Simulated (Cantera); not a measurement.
An adiabatic, constant-volume homogeneous reactor starts with CO : H₂ : O₂ : N₂ = 1 : 1 : 0.909 : 3.42 (molar parts), at 1125 K and 180000 Pa.

Model: GRI-Mech 3.0 (53 species, 325 reactions), integrated in Cantera.

One state of this run: T (K) = 2930; P (bar) = 4.21; x CO = 0.0795; x H₂ = 0.0164; x O₂ = 0.0241; x CO₂ = 0.0963; x N₂O = 1.02e-6. x: mole fraction; the columns are a selection and need not sum to one.

Q: Which value of t (s) does it belong to?
A. 3.82e-5
B. 1.38e-5
C. 5.00e-6
D. 0.000106

A: D, 0.000106
